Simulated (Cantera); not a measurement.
Cantera run:

```python
import numpy as np
import cantera as ct

gas_names = [...]  # 87 gases of nasa_gas.yaml made of C, H, Si
cond_names = """
    C(gr) C6H6(L) C7H8(L) C8H18(L),n-octa Si(cr) Si(L) SiC(b)
""".split()


# ... load() reads the species with a 1 bar reference pressure and builds the phases ...
atoms = {
    'CH3SiH3': {'C': 1, 'H': 6, 'Si': 1},
    'C2H4': {'C': 2, 'H': 4},
    'H2': {'H': 2},
}
top_T = {'C(gr)': 4500, 'SiC(b)': 3050}  # K; cautious upper limits of use, not melting points


# ... equilibrate(T, P, feed) seeds the gas with the atoms and calls Mixture.equilibrate('TP', solver="vcs", rtol=1e-11, max_steps=5000) ...
results = []
feed = {'CH3SiH3': 1, 'C2H4': 0.14, 'H2': 810}  # mol
P = 10000  # Pa
for T in [1148, 1223, 1298, 1373, 1448, 1523, 1598, 1673, 1748, 1823, 1898]:
    mix = equilibrate(T, P, feed)
    results.append((T, P, feed, dict(zip(mix.species_names, mix.species_moles))))

top = {s: max(r[3][s] / sum(r[3][g] for g in gas_names) for r in results) for s in gas_names}
cols = sorted((s for s in top if top[s] > 1e-05), key=lambda s: -top[s])[:5]
seen = [c for c in cond_names if any(r[3].get(c, 0) > 1e-12 for r in results)]
print("log10 of partial pressures in bar; condensed amounts in mol")
print(f"{'T/K':>10s}" + "".join(f"{s[:9]:>10s}" for s in cols + seen))
for T, P, feed, n in results:
    ng = sum(n[g] for g in gas_names)
    print(f"{T:10.4g}" + "".join(f"{np.log10(max(n[s] / ng * P / 1e5, 1e-99)):10.3f}" for s in cols)
          + "".join(f"{n.get(c, 0):10.4g}" for c in seen))
```

Output:

```
log10 of partial pressures in bar; condensed amounts in mol
       T/K        H2         H       CH4 C2H2,acet     C(gr)    SiC(b)
      1148    -1.000    -7.645    -4.463   -10.109         0         1
      1223    -1.000    -7.022    -4.463    -8.980         0         1
      1298    -1.000    -6.470    -4.463    -7.982         0         1
      1373    -1.000    -5.978    -4.465    -7.097         0         1
      1448    -1.000    -5.535    -4.477    -6.323 0.0006832         1
      1523    -1.000    -5.136    -4.638    -5.928   0.07297         1
      1598    -1.000    -4.774    -4.784    -5.570    0.1015    0.9999
      1673    -1.000    -4.444    -4.916    -5.245   0.08763    0.9998
      1748    -1.000    -4.141    -5.037    -4.948   0.02067    0.9994
      1823    -1.001    -3.864    -5.232    -4.844         0    0.9975
      1898    -1.001    -3.608    -5.437    -4.800         0    0.9899
```

Method: chemical equilibrium by Gibbs-energy minimisation in Cantera with the NASA 1993 tables (ideal gas, pure condensed phases). The feed counts by its element totals alone.
